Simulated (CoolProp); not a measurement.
Vapour-liquid equilibrium of acetone (1) + n-nonane (2) at 0.595 MPa; x and y are mole fractions of (1).

Computed with CoolProp (multi-fluid Helmholtz-energy mixture model, Lemmon 2006 and Lemmon 2006; pair parameters Bell 2016).

Task: Give the bubble temperature and the first vapour's composition at x = 0.05, 0.35, 0.65. Is there an azeotrope?

Result: x = 0.05: 484.3 K, y = 0.315; x = 0.35: 421.1 K, y = 0.854; x = 0.65: 405.3 K, y = 0.927. No azeotrope shows between x = 0.05 and 0.95.

The pair parameters rest on a limited set of measurements; away from them the model extrapolates.
